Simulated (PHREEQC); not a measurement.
0.14 g of hydrous ferric oxide (600 m²/g; 0.2 weak and 0.005 strong sites per Fe, Dzombak-Morel constants, diffuse double layer) in 1 kg of water with 0.01 mol/kgw of an inert sodium salt and 7.5e-06 mol NiCl2, at 25 °C; the pH is set by adding NaOH or the inert anion's acid. Oxygen is held at 0.21 atm. The system is closed to CO2. Nothing may precipitate in this run.

Equilibrium calculation in PHREEQC: ion-association model, wateq4f.dat.

Predict Ni sorbed (%), surface charge σ (C/m²), surface potential ψ (mV) at pH = 4, 6, 6.5, 8.5, 9.


```json
[
 {"pH": "4", "Ni sorbed (%)": "0.0", "surface charge σ (C/m²)": "0.216", "surface potential ψ (mV)": "185"},
 {"pH": "6", "Ni sorbed (%)": "10.5", "surface charge σ (C/m²)": "0.050", "surface potential ψ (mV)": "110"},
 {"pH": "6.5", "Ni sorbed (%)": "40.7", "surface charge σ (C/m²)": "0.031", "surface potential ψ (mV)": "87"},
 {"pH": "8.5", "Ni sorbed (%)": "99.9", "surface charge σ (C/m²)": "-0.004", "surface potential ψ (mV)": "-19"},
 {"pH": "9", "Ni sorbed (%)": "100.0", "surface charge σ (C/m²)": "-0.012", "surface potential ψ (mV)": "-46"}
]
```
